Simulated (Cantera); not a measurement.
What does this Cantera script print?

```python
import numpy as np
import cantera as ct

gas_names = """
    H H2 N NH NH2 NH3 N2 N2H2 N2H4 Si SiH SiH2 SiH3 SiH4 SiN Si2 Si2N Si3
""".split()
cond_names = """
    Si(cr) Si(L) Si3N4(a)
""".split()


# ... load() reads the species with a 1 bar reference pressure and builds the phases ...
atoms = {
    'Si3N4': {'Si': 3, 'N': 4},
    'H2': {'H': 2},
}
top_T = {'Si3N4(a)': 2400}  # K; cautious upper limits of use, not melting points


# ... equilibrate(T, P, feed) seeds the gas with the atoms and calls Mixture.equilibrate('TP', solver="vcs", rtol=1e-11, max_steps=5000) ...
results = []
feed = {'Si3N4': 1, 'H2': 5.9}  # mol
P = 101325  # Pa
for T in [1498, 1548, 1598, 1648, 1698, 1748, 1798, 1848]:
    mix = equilibrate(T, P, feed)
    results.append((T, P, feed, dict(zip(mix.species_names, mix.species_moles))))

top = {s: max(r[3][s] / sum(r[3][g] for g in gas_names) for r in results) for s in gas_names}
cols = sorted((s for s in top if top[s] > 1e-06), key=lambda s: -top[s])[:9]
seen = [c for c in cond_names if any(r[3].get(c, 0) > 1e-12 for r in results)]
print("log10 of partial pressures in bar; condensed amounts in mol")
print(f"{'T/K':>10s}" + "".join(f"{s[:9]:>10s}" for s in cols + seen))
for T, P, feed, n in results:
    ng = sum(n[g] for g in gas_names)
    print(f"{T:10.4g}" + "".join(f"{np.log10(max(n[s] / ng * P / 1e5, 1e-99)):10.3f}" for s in cols)
          + "".join(f"{n.get(c, 0):10.4g}" for c in seen))
```

Result:

```
log10 of partial pressures in bar; condensed amounts in mol
       T/K        H2        N2         H      SiH2        Si       SiH       NH3      SiH4    Si(cr)     Si(L)  Si3N4(a)
      1498     0.006    -4.341    -4.762    -5.830    -7.998    -7.486    -6.368    -5.978 0.0003848         0    0.9999
      1548     0.006    -3.927    -4.509    -5.559    -7.498    -7.072    -6.224    -5.952  0.001013         0    0.9997
      1598     0.006    -3.539    -4.271    -5.305    -7.029    -6.685    -6.090    -5.928   0.00249         0    0.9992
      1648     0.005    -3.176    -4.048    -5.066    -6.589    -6.322    -5.964    -5.905  0.005778         0    0.9981
      1698     0.005    -2.823    -3.837    -4.850    -6.183    -5.988    -5.841    -5.892         0   0.01306    0.9956
      1748     0.004    -2.435    -3.639    -4.684    -5.837    -5.711    -5.698    -5.917         0   0.03206    0.9893
      1798     0.002    -2.069    -3.452    -4.528    -5.511    -5.450    -5.565    -5.943         0   0.07487     0.975
      1848    -0.003    -1.724    -3.277    -4.384    -5.203    -5.205    -5.443    -5.973         0    0.1677     0.944
```

Cantera equilibrium calculation (NASA polynomials, part measured and part estimated; ideal gas, pure solids and liquids). Mutual solubility and eutectic melting of coexisting phases are not modelled. Gases not in the tables: Si2H6 and higher silanes.
